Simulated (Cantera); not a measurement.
## Low-pressure radical oxidation in H2/O2

An isothermal, constant-pressure homogeneous reactor starts with H2 : O2 = 0.0068 : 1 (molar parts), at 1400 K and 1.43 Torr.

Computed with Cantera and GRI-Mech 3.0 (53 species, 325 reactions). Radical loss at walls, strong at low pressure, is not modelled.

| t (s) | x H2 | x O2 | x OH | x H2O2 | x HO2 | x O | x H2O |
|---|---|---|---|---|---|---|---|
| 0.000400 | 0.00675 | 0.993 | 6.05e-9 | <1e-12 | 8.94e-9 | 6.15e-9 | 3.74e-10 |
| 0.000857 | 0.00675 | 0.993 | 1.69e-8 | 2.81e-12 | 1.91e-8 | 1.75e-8 | 2.40e-9 |
| 0.00184 | 0.00675 | 0.993 | 4.56e-8 | 1.24e-11 | 4.10e-8 | 4.91e-8 | 1.41e-8 |
| 0.00393 | 0.00675 | 0.993 | 1.44e-7 | 5.22e-11 | 8.76e-8 | 1.63e-7 | 8.77e-8 |
| 0.00842 | 0.00675 | 0.993 | 7.61e-7 | 2.03e-10 | 1.87e-7 | 8.91e-7 | 7.61e-7 |
| 0.0180 | 0.00673 | 0.993 | 1.61e-5 | 6.66e-10 | 3.84e-7 | 1.91e-5 | 1.99e-5 |
| 0.0387 | 0.00233 | 0.989 | 0.00171 | 2.50e-9 | 7.18e-8 | 0.00328 | 0.00347 |
| 0.0828 | 1.97e-5 | 0.987 | 0.000917 | 9.73e-10 | 4.09e-8 | 0.00606 | 0.00621 |
| 0.177 | 1.82e-5 | 0.987 | 0.000906 | 9.56e-10 | 4.05e-8 | 0.00605 | 0.00622 |
| 0.380 | 1.81e-5 | 0.987 | 0.000904 | 9.54e-10 | 4.04e-8 | 0.00601 | 0.00622 |
| 0.814 | 1.79e-5 | 0.987 | 0.000898 | 9.50e-10 | 4.01e-8 | 0.00593 | 0.00622 |
| 1.74 | 1.74e-5 | 0.987 | 0.000886 | 9.40e-10 | 3.95e-8 | 0.00576 | 0.00623 |
| 3.73 | 1.64e-5 | 0.987 | 0.000861 | 9.21e-10 | 3.84e-8 | 0.00542 | 0.00625 |
| 8.00 | 1.46e-5 | 0.988 | 0.000811 | 8.82e-10 | 3.61e-8 | 0.00479 | 0.00629 |
x: mole fraction; the columns are a selection and need not sum to one.

Equilibrium at this temperature and pressure: H2 7.07e-8, O2 0.993, OH 5.67e-5, H2O2 3.28e-11, HO2 1.57e-8, O 2.18e-5, H2O 0.00675 (gas phase only).
